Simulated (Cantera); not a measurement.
A Cantera script and what it prints.

```python
import numpy as np
import cantera as ct

gas_names = [...]  # 109 gases of nasa_gas.yaml made of C, Cl, H, Si
cond_names = """
    C(gr) C6H6(L) C7H8(L) C8H18(L),n-octa Si(cr) Si(L) SiC(b)
""".split()


# ... load() reads the species with a 1 bar reference pressure and builds the phases ...
atoms = {
    'SiH2Cl2': {'Si': 1, 'H': 2, 'CL': 2},
    'C2H2': {'C': 2, 'H': 2},
    'H2': {'H': 2},
}
top_T = {'C(gr)': 4500, 'SiC(b)': 3050}  # K; cautious upper limits of use, not melting points


# ... equilibrate(T, P, feed) seeds the gas with the atoms and calls Mixture.equilibrate('TP', solver="vcs", rtol=1e-11, max_steps=5000) ...
results = []
feed = {'SiH2Cl2': 1, 'C2H2': 1.3, 'H2': 6.5}  # mol
P = 16000  # Pa
for T in [1600, 1675, 1750, 1825, 1900, 1975, 2050, 2125, 2200, 2275, 2350]:
    mix = equilibrate(T, P, feed)
    results.append((T, P, feed, dict(zip(mix.species_names, mix.species_moles))))
    x = sorted(zip(gas.X, gas.species_names), reverse=True)
    print(f"T = {T:g} K  P = {P:g} Pa  gas = {mix.phase_moles(0):.4g} mol")
    print("   x: " + "  ".join(f"{s} {v:.3e}" for v, s in x if v > 1e-06))
    print("   condensed (mol): " + ("  ".join(f"{mix.phase(i).name} {mix.phase_moles(i):.4g}"
          for i in range(1, mix.n_phases) if mix.phase_moles(i) > 1e-12) or "none"))
```

Output:

```
T = 1600 K  P = 16000 Pa  gas = 9.797 mol
   x: H2 7.981e-01  HCL 1.995e-01  SiCL2 1.806e-03  SiCL3 2.202e-04  CH4 1.664e-04  H 1.214e-04  SiCL4 6.610e-05  SiHCL3 3.819e-05  CL 2.400e-05  C2H2,acetylene 2.195e-05  SiH2CL2 3.685e-06
   condensed (mol): C(gr) 1.619  SiC(b) 0.9791
T = 1675 K  P = 16000 Pa  gas = 9.799 mol
   x: H2 7.984e-01  HCL 1.985e-01  SiCL2 2.393e-03  H 2.594e-04  SiCL3 1.941e-04  CH4 1.229e-04  CL 5.034e-05  C2H2,acetylene 4.636e-05  SiCL4 3.271e-05  SiHCL3 2.374e-05  SiH2CL2 2.973e-06
   condensed (mol): C(gr) 1.624  SiC(b) 0.9741
T = 1750 K  P = 16000 Pa  gas = 9.801 mol
   x: H2 7.987e-01  HCL 1.972e-01  SiCL2 3.078e-03  H 5.196e-04  SiCL3 1.719e-04  CL 9.894e-05  CH4 9.322e-05  C2H2,acetylene 9.178e-05  SiCL4 1.707e-05  SiHCL3 1.529e-05  SiH2CL2 2.436e-06  SiCL 1.851e-06  CH3 1.231e-06
   condensed (mol): C(gr) 1.629  SiC(b) 0.9678
T = 1825 K  P = 16000 Pa  gas = 9.804 mol
   x: H2 7.990e-01  HCL 1.956e-01  SiCL2 3.856e-03  H 9.841e-04  CL 1.837e-04  C2H2,acetylene 1.716e-04  SiCL3 1.528e-04  CH4 7.241e-05  SiHCL3 1.016e-05  SiCL4 9.330e-06  SiCL 5.016e-06  SiH2CL2 2.023e-06  CH3 1.800e-06
   condensed (mol): C(gr) 1.635  SiC(b) 0.9604
T = 1900 K  P = 16000 Pa  gas = 9.809 mol
   x: H2 7.990e-01  HCL 1.937e-01  SiCL2 4.718e-03  H 1.773e-03  CL 3.244e-04  C2H2,acetylene 3.051e-04  SiCL3 1.363e-04  CH4 5.740e-05  SiCL 1.252e-05  SiHCL3 6.934e-06  SiCL4 5.311e-06  Si 2.927e-06  CH3 2.553e-06  SiH2 1.731e-06  SiH2CL2 1.698e-06
   condensed (mol): C(gr) 1.641  SiC(b) 0.9521
T = 1975 K  P = 16000 Pa  gas = 9.817 mol
   x: H2 7.985e-01  HCL 1.915e-01  SiCL2 5.653e-03  H 3.057e-03  CL 5.476e-04  C2H2,acetylene 5.186e-04  SiCL3 1.217e-04  CH4 4.632e-05  SiCL 2.903e-05  Si 1.009e-05  SiHCL3 4.842e-06  SiH2 3.666e-06  CH3 3.522e-06  SiCL4 3.131e-06  SiH 2.596e-06  SiH2CL2 1.438e-06
   condensed (mol): C(gr) 1.647  SiC(b) 0.9428
T = 2050 K  P = 16000 Pa  gas = 9.829 mol
   x: H2 7.974e-01  HCL 1.889e-01  SiCL2 6.645e-03  H 5.064e-03  CL 8.880e-04  C2H2,acetylene 8.466e-04  SiCL3 1.088e-04  SiCL 6.306e-05  CH4 3.794e-05  Si 3.172e-05  SiH2 7.337e-06  SiH 6.854e-06  CH3 4.735e-06  SiHCL3 3.448e-06  SiCL4 1.902e-06  SiC2 1.648e-06  SiH2CL2 1.227e-06  Si2C 1.068e-06
   condensed (mol): C(gr) 1.65  SiC(b) 0.9324
T = 2125 K  P = 16000 Pa  gas = 9.848 mol
   x: H2 7.952e-01  HCL 1.859e-01  H 8.095e-03  SiCL2 7.672e-03  CL 1.389e-03  C2H2,acetylene 1.333e-03  SiCL 1.292e-04  SiCL3 9.728e-05  Si 9.188e-05  CH4 3.146e-05  SiH 1.687e-05  SiH2 1.395e-05  SiC2 6.568e-06  CH3 6.218e-06  Si2C 4.128e-06  SiHCL3 2.496e-06  C2HCL 1.745e-06  SiCL4 1.185e-06  SiH2CL2 1.052e-06
   condensed (mol): C(gr) 1.652  SiC(b) 0.9208
T = 2200 K  P = 16000 Pa  gas = 9.876 mol
   x: H2 7.914e-01  HCL 1.825e-01  H 1.253e-02  SiCL2 8.711e-03  CL 2.101e-03  C2H2,acetylene 2.028e-03  SiCL 2.509e-04  Si 2.473e-04  SiCL3 8.685e-05  SiH 3.895e-05  CH4 2.635e-05  SiH2 2.532e-05  SiC2 2.377e-05  Si2C 1.451e-05  CH3 7.987e-06  C2HCL 3.082e-06  C4H2 2.117e-06  SiHCL3 1.829e-06  C2H 1.112e-06
   condensed (mol): C(gr) 1.652  SiC(b) 0.907
T = 2275 K  P = 16000 Pa  gas = 9.918 mol
   x: H2 7.855e-01  HCL 1.784e-01  H 1.881e-02  SiCL2 9.729e-03  CL 3.084e-03  C2H2,acetylene 2.992e-03  Si 6.230e-04  SiCL 4.643e-04  SiH 8.487e-05  SiC2 7.881e-05  SiCL3 7.728e-05  Si2C 4.681e-05  SiH2 4.402e-05  CH4 2.221e-05  CH3 1.004e-05  C2HCL 5.215e-06  C4H2 4.660e-06  C2H 3.035e-06  Si2 1.539e-06  SiHCL3 1.353e-06  C2H2,vinylidene 1.007e-06
   condensed (mol): C(gr) 1.649  SiC(b) 0.8889
T = 2350 K  P = 16000 Pa  gas = 9.982 mol
   x: H2 7.765e-01  HCL 1.735e-01  H 2.748e-02  SiCL2 1.069e-02  CL 4.400e-03  C2H2,acetylene 4.284e-03  Si 1.478e-03  SiCL 8.215e-04  SiC2 2.416e-04  SiH 1.754e-04  Si2C 1.398e-04  SiH2 7.348e-05  SiCL3 6.839e-05  CH4 1.878e-05  CH3 1.235e-05  C4H2 9.703e-06  C2HCL 8.473e-06  C2H 7.749e-06  Si2 5.121e-06  C2H2,vinylidene 1.943e-06  SiHCL3 1.006e-06
   condensed (mol): C(gr) 1.645  SiC(b) 0.8619
```

These are equilibrium values from Cantera (NASA tables, ideal gas, pure condensed phases), not measurements of a reactor. The tables' values for SiCl, SiCl3 are old estimates; treat these amounts as uncertain. Gases not in the tables: Si2H6 and higher silanes.
